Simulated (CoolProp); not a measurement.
Vapour-liquid equilibrium of n-heptane (1) + p-xylene (2) at 386.3 K; x and y are mole fractions of (1).

Model: multi-fluid Helmholtz-energy mixture model, Span 2003 and Zhou 2012; pair parameters Bell 2016, in CoolProp.

| x | bubble pressure, mixture model (MPa) | bubble pressure, Raoult's law (MPa) | y, mixture model | y, Raoult's law |
|---|---|---|---|---|
| 0.05 | 0.05618 | 0.05429 | 0.166 | 0.141 |
| 0.15 | 0.06918 | 0.06472 | 0.386 | 0.355 |
| 0.25 | 0.08093 | 0.07515 | 0.528 | 0.510 |
| 0.35 | 0.09174 | 0.08558 | 0.631 | 0.627 |
| 0.45 | 0.1019 | 0.09601 | 0.711 | 0.719 |
| 0.55 | 0.1116 | 0.1064 | 0.777 | 0.792 |
| 0.65 | 0.1209 | 0.1169 | 0.834 | 0.853 |
| 0.75 | 0.1302 | 0.1273 | 0.886 | 0.904 |
| 0.85 | 0.1394 | 0.1377 | 0.933 | 0.947 |
| 0.95 | 0.1487 | 0.1481 | 0.978 | 0.983 |

The largest gap from Raoult's law is +7.7 % in bubble pressure, at x = 0.25. No azeotrope shows between x = 0.05 and 0.95.

Pair parameters are fitted to limited data, so mixtures are less certain than the pure fluids.
